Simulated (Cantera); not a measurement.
A closed system holds: 1 mol n-butane, 0.096 mol H2O, 0.47 mol N2, at 0.000500 bar.

These are equilibrium values from Cantera (NASA tables, ideal gas, pure condensed phases), not measurements of a reactor. Candidate condensed phases: C, C6H6, C7H8, C8H18, H2O; 136 gas species. Equilibrium is a limit: real reactors are often held back by kinetics, nucleation or transport.

x: gas mole fraction; n: condensed amount in mol.

| T (K) | x H2 | x H | x N2 | x C3 | x CO | x HCN | x CN | n C(graphite) |
|---|---|---|---|---|---|---|---|---|
| 1873 | 0.873 | 0.0270 | 0.0807 | 1.95e-9 | 0.0167 | 0.00229 | 1.22e-6 | 3.89 |
| 1948 | 0.854 | 0.0467 | 0.0794 | 1.49e-8 | 0.0166 | 0.00311 | 3.54e-6 | 3.88 |
| 2023 | 0.824 | 0.0771 | 0.0776 | 9.70e-8 | 0.0163 | 0.00408 | 9.47e-6 | 3.87 |
| 2098 | 0.781 | ? | 0.0752 | ? | 0.0159 | ? | ? | 3.86 |
| 2173 | 0.721 | 0.183 | 0.0720 | 2.78e-6 | 0.0154 | 0.00628 | 5.40e-5 | 3.84 |
| 2248 | 0.643 | 0.264 | 0.0680 | 1.25e-5 | 0.0147 | 0.00734 | 0.000117 | 3.82 |
| 2323 | 0.550 | 0.361 | 0.0634 | 5.09e-5 | 0.0139 | 0.00820 | 0.000238 | 3.80 |
| 2398 | 0.445 | 0.470 | 0.0584 | 0.000190 | 0.0130 | 0.00875 | 0.000460 | 3.78 |
| 2473 | 0.339 | 0.580 | 0.0534 | 0.000650 | 0.0120 | 0.00890 | 0.000849 | 3.74 |
| 2548 | 0.242 | 0.680 | 0.0488 | 0.00207 | 0.0111 | 0.00866 | 0.00151 | 3.68 |
| 2623 | ? | 0.758 | ? | ? | 0.0104 | 0.00809 | ? | 3.52 |
| 2698 | 0.102 | 0.807 | 0.0410 | 0.0171 | 0.00967 | 0.00726 | 0.00428 | 3.10 |

### Question
Some entries are withheld; supply them.

### Answer

- 2623, x H2: 0.162
- 2623, x N2: 0.0448
- 2623, x C3: 0.00614
- 2623, x CN: 0.00258
- 2098, x H: 0.122
- 2098, x C3: 5.52e-7
- 2098, x HCN: 0.00516
- 2098, x CN: 2.34e-5
